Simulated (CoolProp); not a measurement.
The fluoroketone C6F12O (FK-5-1-12) at 298.15 K and 0.22 MPa is throttled through a valve to 0.0574 MPa with no heat exchange. Each further row changes one setting.

Values from CoolProp's reference Helmholtz-energy equation of state, McLinden 2015.

```json
[
 {"case": "as stated", "temperature change (K)": "+0.0", "final phase": "liquid", "final density (kg/m³)": "1600"},
 {"case": "outlet pressure 0.0172 MPa", "temperature change (K)": "?", "final phase": "?", "final density (kg/m³)": "?"},
 {"case": "outlet pressure 0.0746 MPa", "temperature change (K)": "+0.0", "final phase": "liquid", "final density (kg/m³)": "1600"}
]
```

**Question.** What belongs in the gaps?

**Answer.** 
- outlet pressure 0.0172 MPa, temperature change (K): -18.7
- outlet pressure 0.0172 MPa, final phase: two-phase, vapour fraction 0.206
- outlet pressure 0.0172 MPa, final density (kg/m³): 11.5
